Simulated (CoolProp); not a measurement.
o-xylene at several states: density (kg/m³) from the reference equation and from simpler models built on Tc = 630.3 K, pc = 3.737 MPa, ω = 0.312; each cubic takes its own stable root.

The numbers come from the reference Helmholtz-energy equation of state, Zhou 2012 in CoolProp.

```
T (K)  p (MPa)   phase  reference
-----  -------  ------  ---------
497      0.115     gas      3.035
411.6      1.9  liquid      777.8
560.1     0.11     gas      2.550
598.9    0.882     gas      21.19
598.1    0.175     gas      3.816
```

How far does each simpler model (van der Waals, Soave-Redlich-Kwong, Peng-Robinson) lie from the reference over these 5 states: mean and median of the absolute difference, and the worst?


- van der Waals: mean 9.3 %, median 1.1 %, worst -41.6 % at 411.6 K and 1.9 MPa
- Soave-Redlich-Kwong: mean 2.6 %, median 0.4 %, worst -11.3 % at 411.6 K and 1.9 MPa
- Peng-Robinson: mean 0.1 %, median 0.0 %, worst -0.2 % at 497 K and 0.115 MPa
